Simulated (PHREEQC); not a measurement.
A column of 0.5 m (30 cells, dispersivity 0.018 m, 300 s a shift, diffusion coefficient 3e-10 m²/s) holds 0.046 eq of the database's cation exchanger X per kg of pore water, first in equilibrium with 22 mmol/kgw MgSO4, 43 mmol/kgw MnCl2 and 0.01 mmol/kgw HCl. It is flushed with 0.023 mol LiCl, 0.037 mol NaCl, 0.023 mol MgSO4 and 1e-05 mol HCl per kg of water, at 25 °C. Values are for the last cell. The system is closed to CO2. Nothing may precipitate in this run.

The series has 31 steps of pore volumes, from 0 to 3.017.

Equilibrium calculation in PHREEQC: ion-association model, phreeqc.dat.

Question: After how many pore volumes does Na at the outlet first reach half of its feed value?

Answer: By 1.1 pore volumes.

Question: After how many pore volumes does Li at the outlet first reach half of its feed value?

Answer: By 1.1 pore volumes.

Complexes and solids missing from the database can't appear.
